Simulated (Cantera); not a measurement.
## Transport properties of process gases

Gas mixture: O₂ = 0.42 (molar parts), at 2.70 bar, frozen composition.

Cantera's kinetic-theory transport with the Lennard-Jones parameters of GRI-Mech 3.0, ideal gas; thermal conductivity in the multicomponent form.

```
T (K)  ρ (kg/m³)  cp (J/kg/K)  μ (µPa s)  λ (mW/m/K)     Pr  D (cm²/s) H  D (cm²/s) N₂  D (cm²/s) C₂H₂
-----  ---------  -----------  ---------  ----------  -----  -----------  ------------  --------------
400         2.60        941.4       25.6        33.9  0.712        0.797         0.130           0.105
650         1.60         1017       36.0        51.6  0.710         1.84         0.297           0.246
900         1.15         1074       44.7        67.7  0.709         3.20         0.513           0.428
1150       0.904         1109       52.5        82.1  0.709         4.82         0.772           0.647
1400       0.742         1134       59.7        95.6  0.708         6.69          1.07           0.900
1650       0.630         1155       66.4         108  0.708         8.79          1.41            1.18
1900       0.547         1174       72.7         121  0.707         11.1          1.78            1.50
2150       0.483         1192       78.8         133  0.707         13.6          2.18            1.84
```
D: mixture-averaged diffusion coefficient of that species in the mixture.
